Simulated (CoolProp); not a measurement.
Vapour-liquid equilibrium of m-xylene (1) + n-undecane (2) at 111.95 °C; x and y are mole fractions of (1).

Model: multi-fluid Helmholtz-energy mixture model, Zhou 2012 and Aleksandrov 2011; pair parameters Bell 2016, in CoolProp.

```
x      bubble pressure (MPa)  y at the bubble point  dew pressure at overall composition x (MPa)  liquid density (mol/L)
-----  ---------------------  ---------------------  -------------------------------------------  ----------------------
0.05                0.009146                  0.241                                     0.007611                   4.383
0.125                0.01191                  0.461                                     0.008149                   4.538
0.2                  0.01468                  0.599                                     0.008769                   4.702
0.275                0.01746                  0.693                                     0.009490                   4.877
0.35                 0.02027                  0.762                                      0.01034                   5.064
0.425                0.02312                  0.815                                      0.01135                   5.263
0.5                  0.02601                  0.857                                      0.01259                   5.475
0.575                0.02894                  0.891                                      0.01412                   5.702
0.65                 0.03192                  0.919                                      0.01608                   5.946
0.725                0.03493                  0.942                                      0.01866                   6.208
0.8                  0.03796                  0.962                                      0.02222                   6.490
0.875                0.04102                  0.978                                      0.02747                   6.796
0.95                 0.04406                  0.992                                      0.03609                   7.126
```

No azeotrope shows between x = 0.05 and 0.95.

The pair parameters rest on a limited set of measurements; away from them the model extrapolates.
